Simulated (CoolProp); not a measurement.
Saturation properties of R1234ze(Z).

Values from CoolProp's reference Helmholtz-energy equation of state, Akasaka 2019.

```csv
T (K),p (bar),liquid density (kg/m³),vapour density (kg/m³),enthalpy of vaporisation (kJ/kg),surface tension (mN/m)
324.7,4.087,1150,19.78,188.5,9.56
329.7,4.704,1135,22.74,184.8,8.97
334.7,5.389,1119,26.06,180.9,8.39
339.6,6.132,1103,29.71,176.9,7.83
344.6,6.967,1087,33.87,172.7,7.26
349.6,7.886,1070,38.52,168.3,6.70
354.6,8.893,1052,43.73,163.7,6.15
359.5,9.971,1034,49.45,159.0,5.62
364.5,11.17,1015,55.99,153.9,5.09
369.5,12.48,995.6,63.34,148.6,4.56
374.4,13.86,975.1,71.47,143.0,4.06
379.4,15.40,953.1,80.86,136.9,3.56
384.4,17.05,929.7,91.56,130.5,3.07
389.4,18.85,904.6,103.9,123.5,2.60
394.3,20.74,878.0,117.8,116.0,2.15
```

It boils at 282.9 K under 1 atm.

Surface tension comes from a separate correlation (Kondou 2015).
